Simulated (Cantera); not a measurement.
# Equilibrium for silicon oxide and oxynitride deposition: HMDSO + N₂O + H₂

Input: 1 mol HMDSO, 28 mol N₂O, 0.96 mol H₂, at 1330 Pa.

Cantera equilibrium calculation (NASA polynomials, part measured and part estimated; ideal gas, pure solids and liquids). Candidate condensed phases: C, C₆H₆, C₇H₈, C₈H₁₈, H₂O, Si, SiC, SiO₂, Si₂N₂O, Si₃N₄; 151 gas species. The feed counts by its element totals alone. The tables hold silica as quartz up to 1696 K and as liquid above; real silica turns to tridymite and cristobalite and melts near 1996 K. Equilibrium is a limit: real reactors are often held back by kinetics, nucleation or transport.

From 748 K to 823 K the condensed part is SiO₂(α-quartz). From 898 K to 1273 K the condensed part is SiO₂(β-quartz).

| T (K) | log p N₂ | log p H₂O | log p CO₂ | log p O₂ | log p NO | n SiO₂(α-quartz) | n SiO₂(β-quartz) |
|---|---|---|---|---|---|---|---|
| 748 | -2.09 | -2.53 | -2.75 | -3.35 | -8.44 | 2.00 | 0 |
| 823 | -2.09 | -2.53 | -2.75 | -3.35 | -7.86 | 2.00 | 0 |
| 898 | -2.09 | -2.53 | -2.75 | -3.35 | -7.37 | 0 | 2.00 |
| 973 | -2.09 | -2.53 | -2.75 | -3.35 | -6.97 | 0 | 2.00 |
| 1048 | -2.09 | -2.53 | -2.75 | -3.35 | -6.61 | 0 | 2.00 |
| 1123 | -2.09 | -2.53 | -2.75 | -3.35 | -6.31 | 0 | 2.00 |
| 1198 | -2.09 | -2.53 | -2.75 | -3.35 | -6.04 | 0 | 2.00 |
| 1273 | -2.09 | -2.53 | -2.75 | -3.35 | -5.81 | 0 | 2.00 |
log p: log10 of the partial pressure in bar; n: condensed amount in mol.
